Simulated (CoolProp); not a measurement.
Cyclohexane along the isobar 4.5 MPa: Z from the reference equation and from simpler models built on Tc = 280.5 °C, pc = 4.081 MPa, ω = 0.209; each cubic takes its own stable root.

Computed with CoolProp (reference Helmholtz-energy equation of state, Zhou 2014).

```csv
T (°C),phase,reference
186.85,liquid,0.1625
199.85,liquid,0.1627
212.75,liquid,0.1635
225.75,liquid,0.1652
238.65,liquid,0.1680
251.55,liquid,0.1727
264.55,liquid,0.1810
277.45,liquid,0.1985
290.45,supercritical,0.3560
```

Q: How far does each simpler model (van der Waals, Redlich-Kwong) lie from the reference over these 9 states: mean and median of the absolute difference, and the worst?

A: 
- van der Waals: mean 47.5 %, median 53.7 %, worst +55.1 % at 186.85 °C and 4.5 MPa
- Redlich-Kwong: mean 15.0 %, median 15.5 %, worst +23.0 % at 277.45 °C and 4.5 MPa
